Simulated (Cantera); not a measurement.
A perfectly stirred reactor is fed with 74.6 % CH4, 25.4 % CO2, at 5.00 bar; it is held at 1898 K, and followed from long to short residence time.

Computed with Cantera and GRI-Mech 3.0 (53 species, 325 reactions). GRI-Mech 3.0 stops at C3 and has no aromatics, soot or wall deposition, so with more carbon than oxygen in the feed, carbon stays in small species such as C2H2 where larger ones or solid carbon would form.

x: mole fraction; the columns are a selection and need not sum to one.

```csv
τ (s),x CH4,x CO2,x OH,x H2O,x C2H
29,0.0226,1.78e-5,5.30e-9,0.000143,6.53e-7
10,0.0227,…,…,…,6.54e-7
3.6,0.0229,0.000137,4.06e-8,0.00109,6.56e-7
1.3,0.0236,0.000370,1.09e-7,0.00294,6.63e-7
0.44,0.0255,0.00103,3.02e-7,0.00809,6.82e-7
0.16,0.0298,0.00249,7.17e-7,0.0191,7.23e-7
0.054,0.0394,0.00572,1.56e-6,0.0408,8.04e-7
0.019,…,…,…,…,…
0.0067,0.0863,0.0239,3.77e-6,0.0935,9.93e-7
0.0023,0.139,0.0520,4.07e-6,0.0971,9.87e-7
```

**Question.** Fill in the missing entries.

**Answer.** 
- 10, x CO2: 5.02e-5
- 10, x OH: 1.49e-8
- 10, x H2O: 0.000401
- 0.019, x CH4: 0.0565
- 0.019, x CO2: 0.0117
- 0.019, x OH: 2.71e-6
- 0.019, x H2O: 0.0691
- 0.019, x C2H: 9.09e-7
